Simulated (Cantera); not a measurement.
Charge: 1 mol ZrO2, 1.3 mol H2, 3.9 mol H2O, equilibrated at 2150 K and 110 Pa.

Equilibrium computed with Cantera from the NASA thermochemical tables; the gas is ideal and each condensed phase is pure. Candidate condensed phases: H2O, Zr, ZrO2; 12 gas species. Rates play no part.

Base state: H2O 0.674, H2 0.233, H 0.0613, OH 0.0229, O2 0.00523, O 0.00426 (mole fractions); condensed: ZrO2(tetragonal).

Question: What changes in the equilibrium state with this change: ZrO2 replaced by Ta2O5?

Answer: 
```csv
species,before,after
H2O,0.674,0.674
H2,0.233,0.232
H,0.0613,0.0613
TaO2,0,0.000314
OH,0.0229,0.0229
O2,0.00523,0.00524
O,0.00426,0.00426
"ZrO2(tetragonal), mol",1.000,0
"Ta2O5(l), mol",0,0.999
```
Further candidate phases: Ta, Ta2O5.

Question: What changes in the equilibrium state with this change: H2O from 3.9 to 2.3 mol?

Answer: 
```csv
species,before,after
H2O,0.674,0.584
H2,0.233,0.322
H,0.0613,0.0722
OH,0.0229,0.0169
O2,0.00523,0.00205
O,0.00426,0.00266
"ZrO2(tetragonal), mol",1.000,1.000
```
